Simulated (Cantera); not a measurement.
A diamond (100) surface in a fixed gas of H2 with x(CH4) = 0.012, x(H) = 0.0005, x(CH3) = 0.0015, at 1398 K; coverages are run to steady state.

Cantera simulation using the Harris–Goodwin 1993 mechanism for the reconstructed diamond (100) surface; the numbers are that mechanism's predictions, not measurements.

One state of this run: growth (µm/h) = 0.524; θ c6HH = 0.469; θ c6H* = 0.0499; θ c6*H = 0.458; θ c6** = 0.0194; θ c6HM = 0.000175. θ: site fractions in the mechanism's names (c6HH fully hydrogenated, c6H* and c6*H radical sites, c6** diradical, c6HM methylated).

Which value of P (Pa) does it belong to?
A) 1800
B) 6000
C) 4100
D) 2700

D, 2700
